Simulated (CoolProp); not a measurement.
Model: reference Helmholtz-energy equation of state, Lemmon 2003, in CoolProp. It is a pseudo-pure fit of the blend.

### Question
For R407C, give the phase and the Z, Joule-Thomson coefficient (K/MPa), isothermal compressibility (1/MPa) at 321.4 K and 18.9 MPa; 357.1 K and 18.9 MPa; 482.1 K and 18.9 MPa.

### Answer
- 321.4 K and 18.9 MPa: liquid; Z 0.527, Joule-Thomson coefficient -0.0684, isothermal compressibility 0.00428
- 357.1 K and 18.9 MPa: liquid; Z 0.530, Joule-Thomson coefficient 0.159, isothermal compressibility 0.00769
- 482.1 K and 18.9 MPa: supercritical; Z 0.730, Joule-Thomson coefficient 1.66, isothermal compressibility 0.0440
